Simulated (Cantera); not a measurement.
Charge: 1 mol Si₃N₄, a varied amount of H₂O, 980 mol N₂, held at 13300 Pa.

These are equilibrium values from Cantera (NASA tables, ideal gas, pure condensed phases), not measurements of a reactor. Candidate condensed phases: H₂O, Si, SiO₂, Si₂N₂O, Si₃N₄; 35 gas species. Mutual solubility and eutectic melting of coexisting phases are not modelled. Equilibrium is a limit: real reactors are often held back by kinetics, nucleation or transport.

Q: What condenses at these points (T in °C, n(H₂O) in mol): (1425, 0.057); (1225, 0.11); (1725, 0.057); (1425, 0.03); (1525, 0.016); (1225, 0.03)?

A: 
```tsv
T (°C)	n(H₂O) in mol	condensed phases	Si condensed (%)
1425	0.057	Si₃N₄	98.1
1225	0.11	Si₂N₂O + Si₃N₄	100.0
1725	0.057	Si	83.7
1425	0.03	Si₃N₄	99.0
1525	0.016	Si₃N₄	99.3
1225	0.03	Si₂N₂O + Si₃N₄	100.0
```
